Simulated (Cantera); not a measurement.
Input: 1 mol Al(CH₃)₃, 0.32 mol O₂, 5.1 mol N₂, at 952 °C and 47.0 mbar.

Equilibrium computed with Cantera from the NASA thermochemical tables; the gas is ideal and each condensed phase is pure. Candidate condensed phases: Al, AlN, Al₂O₃, C, C₆H₆, C₇H₈, C₈H₁₈, H₂O; 148 gas species. The feed counts by its element totals alone. Mutual solubility and eutectic melting of coexisting phases are not modelled. Rates play no part.

Base state: N₂ 0.516, H₂ 0.482, CO 0.00141, CH₄ 0.000144, HCN 4.88e-5 (mole fractions); condensed: AlN(s) + Al₂O₃(s) + C(graphite).

Question: What changes in the equilibrium state with this change: temperature from 952 °C to 725 °C?

Answer: 
```tsv
species	before	after
N₂	0.516	0.517
H₂	0.482	0.482
CH₄	0.000144	0.00106
CO	0.00141	7.97e-6
HCN	4.88e-5	2.51e-6
AlN(s), mol	0.582	0.573
Al₂O₃(s), mol	0.209	0.213
C(graphite), mol	2.99	2.99
```
